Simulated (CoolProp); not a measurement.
Computed with CoolProp (reference Helmholtz-energy equation of state, Akasaka 2020).

Question: Give the vapour pressure (bar), liquid density (kg/m³), vapour density (kg/m³), enthalpy of vaporisation (kJ/kg) of saturated R1123 at 208.3, 213.1 K.

Answer: 
| T (K) | p (bar) | liquid density (kg/m³) | vapour density (kg/m³) | enthalpy of vaporisation (kJ/kg) |
|---|---|---|---|---|
| 208.3 | 0.838 | 1360 | 4.10 | 228 |
| 213.1 | 1.08 | 1340 | 5.18 | 225 |
